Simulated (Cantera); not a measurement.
Charge: 1 mol CaF₂, 2.8 mol H₂, equilibrated at 1.33 mbar.

Method: chemical equilibrium by Gibbs-energy minimisation in Cantera with the NASA 1993 tables (ideal gas, pure condensed phases). Candidate condensed phases: Ca, CaF₂; 15 gas species. Equilibrium is a limit: real reactors are often held back by kinetics, nucleation or transport.

Q: Which condensed phases are stable at each of these points (T (K)): 725, 825, 925, 1025, 1125, 1225, 1325, 1425, 1525, 1625, 1725, 1825, 1925, 2025?

A: 
| T (K) | condensed phases | Ca condensed (%) |
|---|---|---|
| 725 | CaF₂(s) | 100.0 |
| 825 | CaF₂(s) | 100.0 |
| 925 | CaF₂(s) | 100.0 |
| 1025 | CaF₂(s) | 100.0 |
| 1125 | CaF₂(s) | 100.0 |
| 1225 | CaF₂(s) | 100.0 |
| 1325 | CaF₂(s) | 100.0 |
| 1425 | CaF₂(s) | 99.9 |
| 1525 | CaF₂(s) | 99.0 |
| 1625 | CaF₂(s) | 93.5 |
| 1725 | CaF₂(l) | 66.0 |
| 1825 | gas only | 0.0 |
| 1925 | gas only | 0.0 |
| 2025 | gas only | 0.0 |

From 725 K to 1625 K the condensed part is CaF₂(s). At 1725 K the condensed part is CaF₂(l). From 1825 K to 2025 K nothing is condensed.
